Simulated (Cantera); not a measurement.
An adiabatic, constant-pressure homogeneous reactor starts with C₃H₈ : O₂ : N₂ : H₂O = 1 : 3.12 : 11.8 : 1.8 (molar parts), equivalence ratio 1.6, at 1000 K and 180000 Pa.

Cantera simulation using GRI-Mech 3.0 (53 species, 325 reactions); the numbers are that mechanism's predictions, not measurements. GRI-Mech 3.0 was tuned for natural gas; its chemistry of propane as a main component is partial and can be far from experiment.

### Question
Predict: time of steepest temperature rise; temperature at 2.00 s; equilibrium temperature; x(O₂) at 2.00 s; x(H₂O) at 2.00 s; x(OH) at 2.00 s; x(NO) at 2.00 s.

### Answer
```json
{
  "time_of_steepest_temperature_rise": "0.415 s",
  "temperature at 2.00 s": "2291 K",
  "equilibrium_temperature": "2291 K",
  "x(O₂) at 2.00 s": "1.33e-5 (gas-phase equilibrium 1.33e-5)",
  "x(H₂O) at 2.00 s": "0.199 (gas-phase equilibrium 0.199)",
  "x(OH) at 2.00 s": "0.000773 (gas-phase equilibrium 0.000773)",
  "x(NO) at 2.00 s": "0.000105 (gas-phase equilibrium 0.000105)"
}
```
